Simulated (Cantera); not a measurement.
Input: 1 mol CO, 0.21 mol O₂, held at 1.65 Torr.

Cantera equilibrium calculation (NASA polynomials, part measured and part estimated; ideal gas, pure solids and liquids). Candidate condensed phases: C; 12 gas species. Equilibrium is a limit: real reactors are often held back by kinetics, nucleation or transport.

Task: At 1925 K, list the 4 most abundant gas species with their mole fractions, and the condensed phases.

Result: CO 0.580, CO₂ 0.420, O₂ 0.000113, O 8.34e-5. Condensed: gas only.
